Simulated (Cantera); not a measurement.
## MgO + N2 (sublimation and decomposition of ceramics)

Charge: 1 mol MgO, 0.15 mol N2, held at 2025 °C.

Equilibrium computed with Cantera from the NASA thermochemical tables; the gas is ideal and each condensed phase is pure. Candidate condensed phases: Mg, MgO; 13 gas species. The numbers say what is thermodynamically allowed, not how fast it happens.

```
P (Pa)     x N2      x Mg       x O      x O2     x MgO  n MgO(s)
-------  ------  --------  --------  --------  --------  --------
1        0.0727     0.492     0.374    0.0579   0.00101         0
4.60     0.0773     0.525     0.261     0.130   0.00344         0
22       0.0822     0.554     0.148     0.200   0.00988         0
100       0.729     0.163    0.0377    0.0587   0.00335     0.966
460       0.939    0.0364   0.00798    0.0121  0.000729     0.994
2200      0.986   0.00800   0.00159   0.00229  0.000152     0.999
10000     0.997   0.00193  0.000317  0.000417   3.35e-5     1.000
46000     0.999  0.000497   5.83e-5   6.48e-5   7.29e-6     1.000
220000    1.000  0.000135   9.41e-6   8.07e-6   1.52e-6     1.000
1000000   1.000   4.07e-5   1.51e-6   9.42e-7   3.35e-7     1.000
```
x: gas mole fraction; n: condensed amount in mol.

From 1.00e-5 bar to 0.000220 bar nothing is condensed. From 0.00100 bar to 10.0 bar the condensed part is MgO(s). The main Mg-bearing gas is Mg throughout.
